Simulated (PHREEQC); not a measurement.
Synthetic water in mg/L, 25 °C, pH 6.6, pe 9.9:

```tsv
constituent	mg/L
Na	110
K	2.73
Ca	72.4
Mg	32.1
Cl	78.5
S(6) as SO4	154
Alkalinity as HCO3	346
Br	1.25
Si as SiO2	0.0903
```

Cl is adjusted to close the charge balance.
Valence states are taken as typed.

All values are PHREEQC results (ion-association model, phreeqc.dat), not measurements.

Question: The ionic strength comes out as 0.0144 mol/kgw. What activity coefficients do HCO3-, Mg+2, Ca+2, SO4-2, CaHCO3+ get?

Answer: HCO3- 0.89, Mg+2 0.63, Ca+2 0.63, SO4-2 0.62, CaHCO3+ 0.89.

No solid was allowed to form.
